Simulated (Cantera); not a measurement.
An isothermal, constant-pressure homogeneous reactor starts with 3.03 % C2H4, 97.0 % H2, at 1573 K and 0.0267 bar.

Detailed kinetics in Cantera: GRI-Mech 3.0 (53 species, 325 reactions). GRI-Mech 3.0 was tuned for natural gas; its chemistry of ethylene as a main component is partial and can be far from experiment. GRI-Mech 3.0 stops at C3 and has no aromatics, soot or wall deposition, so with more carbon than oxygen in the feed, carbon stays in small species such as C2H2 where larger ones or solid carbon would form. Radical loss at walls, strong at low pressure, is not modelled.

One state of this run: x C2H4 = 0.000106; x H2 = 0.970; x H = 0.000249; x CH4 = 0.000145; x CH2 = 1.83e-10; x CH3 = 7.52e-7; x C2H = 2.17e-8. x: mole fraction; the columns are a selection and need not sum to one.

Question: Which value of t (s) does it belong to?
A) 0.992
B) 0.00750
C) 0.00106
D) 7.00

Answer: D, 7.00
